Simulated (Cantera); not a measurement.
A closed system holds: 1 mol Si3N4, 0.17 mol N2O, 1.5 mol H2, 2 mol O2, held at 0.00150 Torr.

Cantera equilibrium calculation (NASA polynomials, part measured and part estimated; ideal gas, pure solids and liquids). Candidate condensed phases: H2O, Si, SiO2, Si2N2O, Si3N4; 35 gas species. The tables hold silica as quartz up to 1696 K and as liquid above; real silica turns to tridymite and cristobalite and melts near 1996 K. Rates play no part.

**Question.** Which condensed phases are stable at each of these points (T (K)): 1600, 1650, 1700, 1750, 1800, 1850, 1900, 1950, 2000, 2050, 2100?

**Answer.** 
| T (K) | condensed phases | Si condensed (%) |
|---|---|---|
| 1600 | SiO2(β-quartz) | 37.2 |
| 1650 | SiO2(β-quartz) | 33.7 |
| 1700 | SiO2(condensed) | 26.3 |
| 1750 | SiO2(condensed) | 15.4 |
| 1800 | gas only | 0.0 |
| 1850 | gas only | 0.0 |
| 1900 | gas only | 0.0 |
| 1950 | gas only | 0.0 |
| 2000 | gas only | 0.0 |
| 2050 | gas only | 0.0 |
| 2100 | gas only | 0.0 |

From 1600 K to 1650 K the condensed part is SiO2(β-quartz). From 1700 K to 1750 K the condensed part is SiO2(condensed). From 1800 K to 2100 K nothing is condensed.
